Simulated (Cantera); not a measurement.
**Reactions in the system N-O-P**

Cantera with NASA thermochemical tables; ideal gases at 1 bar, condensed phases pure. Values are per mole of reaction as written; species without (g) are pure solids or liquids, kept so even where they would boil at 1 bar.

P4O10 + 10 N2(g) = P4(g) + 10 N2O(g)

| T (K) | ΔH° (kJ) | ΔS° (J/K) | ΔG° (kJ) | log10 K |
|---|---|---|---|---|
| 498 | 3874.3 | 308.1 | 3720.8 | -390.26 |
| 548 | 3871.1 | 302.0 | 3705.6 | -353.20 |
| 598 | 3867.6 | 295.9 | 3690.6 | -322.37 |
| 648 | 3863.7 | 289.8 | 3676.0 | -296.31 |
